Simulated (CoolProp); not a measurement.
Vapour-liquid equilibrium of R22 (1) + dimethyl ether (2) at 264.8 K; x and y are mole fractions of (1).

Computed with CoolProp (multi-fluid Helmholtz-energy mixture model, Kamei 1995 and Wu 2011; pair parameters Bell 2016).

```tsv
x	bubble pressure (bar)	y at the bubble point	dew pressure at overall composition x (bar)	liquid density (mol/L)
0.05	1.945	0.040	1.939	15.49
0.2	1.893	0.189	1.891	15.57
0.35	1.911	0.389	1.900	15.62
0.5	2.065	0.616	1.965	15.63
0.65	2.411	0.812	2.105	15.58
0.8	2.951	0.935	2.379	15.47
0.95	3.571	0.991	3.070	15.25
```

y crosses x between x = 0.2 and 0.35: the model has an azeotrope there.

Pair parameters are fitted to limited data, so mixtures are less certain than the pure fluids.
